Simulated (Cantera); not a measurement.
A freely propagating, adiabatic, planar premixed flame of 14.7 % CO, 8.70 % H2, 15.6 % O2, 60.9 % N2, unburnt at 475 K and 5.00 bar; multicomponent transport, grid criteria slope 0.08 and curve 0.16, no radiation.

Computed with Cantera and GRI-Mech 3.0 (53 species, 325 reactions). The hydrogen kinetics of GRI-Mech 3.0 are dated; newer H2 mechanisms differ, most at raised pressure. Burning velocities carry a grid error of a few per cent, more on coarse grids.

x: mole fraction of selected species; z is measured from the peak of heat release.

```
z (mm)   T (K)  u (m/s)    x CO     x H2    x O2     x H2O     x NO      x OH
-------  -----  -------  ------  -------  ------  --------  -------  --------
-0.309     475    0.828   0.148   0.0863   0.156   1.85e-6    <1e-8     <1e-8
-0.206     475    0.827   0.148   0.0843   0.157   2.59e-5    <1e-8     <1e-8
-0.154     477    0.827   0.148   0.0811   0.157  0.000124    <1e-8     <1e-8
-0.103     486    0.837   0.149   0.0727   0.158  0.000902    <1e-8     <1e-8
-0.0515    625     1.05   0.147   0.0495   0.156    0.0114  1.58e-7   1.78e-6
-0.0257    959     1.59   0.133   0.0308   0.139    0.0344  1.30e-6  0.000253
0         1378     2.25   0.103   0.0135   0.109    0.0639  4.09e-6   0.00170
0.0257    1656     2.67  0.0724  0.00519  0.0835    0.0787  8.51e-6   0.00402
0.0515    1819     2.89  0.0509  0.00326  0.0704    0.0824  1.31e-5   0.00552
0.103     1986     3.12  0.0302  0.00253  0.0599    0.0847  2.05e-5   0.00632
0.206     2118     3.30  0.0170  0.00163  0.0535    0.0880  3.08e-5   0.00566
0.412     2199     3.40     [?]      [?]  0.0500    0.0906      [?]       [?]
0.824     2241     3.46     [?]      [?]  0.0481    0.0921      [?]       [?]
```

**Question.** Fill in the missing entries.

**Answer.** 
- 0.412, x CO: 0.00914
- 0.412, x H2: 0.000866
- 0.412, x NO: 4.38e-5
- 0.412, x OH: 0.00434
- 0.824, x CO: 0.00476
- 0.824, x H2: 0.000461
- 0.824, x NO: 5.98e-5
- 0.824, x OH: 0.00329
